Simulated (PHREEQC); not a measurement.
A solution holds 0.027 mol/kgw KOH, 0.072 mol/kgw KNO3 and 3.5e-06 mol/kgw CO2, at 73 °C. Closed to the air; pH follows from the charge balance.

Model: ion-association model, phreeqc.dat, run in PHREEQC.

This is a speciation only: nothing precipitates in the calculation.

Problem. Predict the pH, specific conductance.

Solution. pH 11.03; specific conductance 33500 µS/cm.

Problem. In which forms is C present?

Solution. CO3-2 95 %, HCO3- 5.4 % of the C.

Constants without temperature data keep their 25 °C values here.
